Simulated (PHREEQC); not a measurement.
A solution holds 0.19 mol KOH and 0.0033 mol KNO3 per kg of water, at 25 °C. It is in equilibrium with CO2 at log p = -1 (atm). Otherwise closed; pH follows from the charge balance.

The numbers come from PHREEQC with the ion-association model, phreeqc.dat.

Precipitation was switched off in this run.

Question: What pH, activity of water does the model give?

Answer: pH 7.97; activity of water 0.993.

Question: In which forms is C present?

Answer: HCO3- 97 %, CO2 1.7 %, CO3-2 1.0 % of the C.
